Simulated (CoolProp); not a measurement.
Vapour-liquid equilibrium of dimethyl ether (1) + n-pentane (2) at 223.9 K; x and y are mole fractions of (1).

Model: multi-fluid Helmholtz-energy mixture model, Wu 2011 and Thol 2019; pair parameters Bell 2016, in CoolProp.

Give the bubble pressure and the first vapour's composition at x = 0.05, 0.15, 0.25. Is there an azeotrope?

x = 0.05: 0.002361 MPa, y = 0.426; x = 0.15: 0.005577 MPa, y = 0.791; x = 0.25: 0.01018 MPa, y = 0.904. No azeotrope shows between x = 0.05 and 0.95.

The pair parameters rest on a limited set of measurements; away from them the model extrapolates. The gap from Raoult's law changes sign with composition, which may be real or a fault of the pair parameters; it wasn't checked against measurements.
